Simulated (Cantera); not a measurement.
Feed: 1 mol Si₃H₈, 0.3 mol Cl₂, 35 mol N₂, equilibrated at 1300 K and 7.50 Torr.

Equilibrium computed with Cantera from the NASA thermochemical tables; the gas is ideal and each condensed phase is pure. Candidate condensed phases: NH₄Cl, Si, Si₃N₄; 28 gas species. The feed counts by its element totals alone. N₂ is the only nitrogen source here; it is nearly inert below about 1500 K, so the nitride shown seldom forms there in practice. Rates play no part.

Base state: N₂ 0.885, H₂ 0.0992, HCl 0.0161, SiCl₂ 1.02e-5 (mole fractions); condensed: Si₃N₄(s).

Task: What changes in the equilibrium state with this change: Cl₂ from 0.3 to 0.1 mol?

Result: 
```json
[
 {"species": "N₂", "before": "0.885", "after": "0.889"},
 {"species": "H₂", "before": "0.0992", "after": "0.105"},
 {"species": "HCl", "before": "0.0161", "after": "0.00539"},
 {"species": "SiCl₂", "before": "1.02e-5", "after": "1.08e-6"},
 {"species": "Si₃N₄(s), mol", "before": "1.000", "after": "1.000"}
]
```
